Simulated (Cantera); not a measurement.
**BF3 + O2 + N2 (boron, boron nitride and boron oxide)**

Feed: 1 mol BF3, 2.3 mol O2, 0.15 mol N2, at 17.0 mbar.

These are equilibrium values from Cantera (NASA tables, ideal gas, pure condensed phases), not measurements of a reactor. Candidate condensed phases: B, BN, B2O3; 31 gas species. The tables' values for BF2 are old estimates; treat these amounts as uncertain. Rates play no part.

From 627 °C to 2127 °C nothing is condensed. The main B-bearing gas is BF3 throughout.

```json
[
 {"T (°C)": "627", "x O2": "0.667", "x BF3": "0.290", "x F": "1.20e-9", "x BOF": "5.31e-11", "x O": "3.37e-11", "x N2": "0.0435"},
 {"T (°C)": "777", "x O2": "0.667", "x BF3": "0.290", "x F": "6.00e-8", "x BOF": "1.36e-8", "x O": "4.19e-9", "x N2": "0.0435"},
 {"T (°C)": "927", "x O2": "0.667", "x BF3": "0.290", "x F": "1.43e-6", "x BOF": "5.49e-7", "x O": "1.57e-7", "x N2": "0.0434"},
 {"T (°C)": "1077", "x O2": "0.667", "x BF3": "0.290", "x F": "1.84e-5", "x BOF": "8.26e-6", "x O": "2.64e-6", "x N2": "0.0434"},
 {"T (°C)": "1227", "x O2": "0.666", "x BF3": "0.290", "x F": "0.000145", "x BOF": "6.90e-5", "x O": "2.54e-5", "x N2": "0.0432"},
 {"T (°C)": "1377", "x O2": "0.665", "x BF3": "0.289", "x F": "0.000795", "x BOF": "0.000387", "x O": "0.000162", "x N2": "0.0430"},
 {"T (°C)": "1527", "x O2": "0.663", "x BF3": "0.287", "x F": "0.00328", "x BOF": "0.00161", "x O": "0.000760", "x N2": "0.0425"},
 {"T (°C)": "1677", "x O2": "0.655", "x BF3": "0.282", "x F": "0.0108", "x BOF": "0.00536", "x O": "0.00280", "x N2": "0.0417"},
 {"T (°C)": "1827", "x O2": "0.635", "x BF3": "0.267", "x F": "0.0298", "x BOF": "0.0148", "x O": "0.00850", "x N2": "0.0404"},
 {"T (°C)": "1977", "x O2": "0.594", "x BF3": "0.237", "x F": "0.0693", "x BOF": "0.0344", "x O": "0.0218", "x N2": "0.0381"},
 {"T (°C)": "2127", "x O2": "0.521", "x BF3": "0.184", "x F": "0.137", "x BOF": "0.0680", "x O": "0.0480", "x N2": "0.0348"}
]
```
x: gas mole fraction; nothing condenses.
